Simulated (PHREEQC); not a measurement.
Solution (25 °C): 7.4 mmol/kgw ZnCl2. Closed to the air; pH follows from the charge balance.

Equilibrium calculation in PHREEQC: ion-association model, phreeqc.dat.

| quantity | before | after |
|---|---|---|
| pH | 5.60 | 5.93 |
| ZnCl+ (mol/kgw) | 0.000163 | 8.81e-6 |
| ZnOH+ (mol/kgw) | 2.10e-6 | 1.12e-6 |
| ZnOHCl (mol/kgw) | 6.91e-7 | 8.67e-8 |
| Zn(OH)2 (mol/kgw) | 8.34e-9 | 1.03e-8 |
| SI of Zn(OH)2(e) (Zn(OH)2) | -2.68 | -2.59 |

**Question.** What was changed between the two runs?
A. ZnCl2 from 0.0074 to 0.00148 mol/kgw
B. diluted 100-fold with water
C. diluted 10-fold with water

**Answer.** A, ZnCl2 from 0.0074 to 0.00148 mol/kgw

No solid was allowed to form.
